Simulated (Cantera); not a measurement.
An isothermal, constant-pressure homogeneous reactor starts with CO : O2 : H2O : N2 = 0.0049 : 0.053 : 0.0019 : 1 (molar parts), equivalence ratio 0.046, at 1198 K and 750 Torr. Integrator tolerance rtol = 1e-08.

Model: GRI-Mech 3.0 (53 species, 325 reactions), integrated in Cantera.

**Question.** What does this change do: 0.0062 parts CH4 added?

**Answer.** 
| quantity | before | after |
|---|---|---|
| x(CO) at 1.00 s | 7.09e-7 (gas-phase equilibrium 3.55e-10) | 6.31e-8 (gas-phase equilibrium 9.24e-10) |
| x(O2) at 1.00 s | 0.0478 (gas-phase equilibrium 0.0478) | 0.0359 (gas-phase equilibrium 0.0358) |
| x(H2O) at 1.00 s | 0.00180 (gas-phase equilibrium 0.00180) | 0.0134 (gas-phase equilibrium 0.0134) |
| x(H) at 1.00 s | 8.39e-11 (gas-phase equilibrium 1.92e-12) | 3.16e-11 (gas-phase equilibrium 5.65e-12) |
| x(NO) at 1.00 s | 9.28e-8 (gas-phase equilibrium 0.000101) | 8.65e-8 (gas-phase equilibrium 8.74e-5) |
| x(HO2) at 1.00 s | 6.17e-9 (gas-phase equilibrium 5.79e-10) | 2.14e-9 (gas-phase equilibrium 1.28e-9) |
| x(OH) at 1.00 s | 9.13e-7 (gas-phase equilibrium 2.70e-7) | 1.25e-6 (gas-phase equilibrium 6.89e-7) |
